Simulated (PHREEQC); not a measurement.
Dissolve 0.29 mol Pb(NO3)2, 0.00021 mol CaCl2, 0.02 mol H2SO4 and 0.035 mol Na2SO4 per kg of water at 70 °C. Closed to the air; pH follows from the charge balance.

Computed with PHREEQC (ion-association model, wateq4f.dat).

Problem. The ionic strength comes out as 0.592 mol/kgw. What activity coefficients do HSO4-, CaHSO4+, Cl-, NaSO4-, SO4-2 get?

Solution. HSO4- 0.63, CaHSO4+ 0.72, Cl- 0.61, NaSO4- 0.66, SO4-2 0.17.

This is a speciation only: nothing precipitates in the calculation. Examples of supersaturated solids here: Anglesite. Others may be too. Complexes and solids missing from the database can't appear. At this temperature some constants are extrapolated from 25 °C, and those without enthalpy data are left unchanged.
